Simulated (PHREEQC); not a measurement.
Solution (25 °C): 0.0038 mol NH4HS and 0.012 mol NaCl per kg of water. Closed to the air; pH follows from the charge balance.

Equilibrium calculation in PHREEQC: ion-association model, wateq4f.dat.

| quantity | before | after |
|---|---|---|
| pH | 8.09 | 7.88 |
| ionic strength (mol/kgw) | 0.0156 | 0.0155 |
| NH4+ (mol/kgw) | 0.00358 | 0.00353 |
| HS- (mol/kgw) | 0.00358 | 0.00353 |
| H2S (mol/kgw) | 0.000223 | 0.000269 |
| NH3 (mol/kgw) | 0.000221 | 0.000268 |

**Question.** What was changed between the two runs?
A. temperature from 25 to 35 °C
B. NaCl from 0.012 to 0.0012 mol/kgw
C. NaCl left out
D. 0.0044 mol/kgw (NH4)2SO4 added
E. diluted 2-fold with water

**Answer.** A, temperature from 25 to 35 °C

No solid was allowed to form.
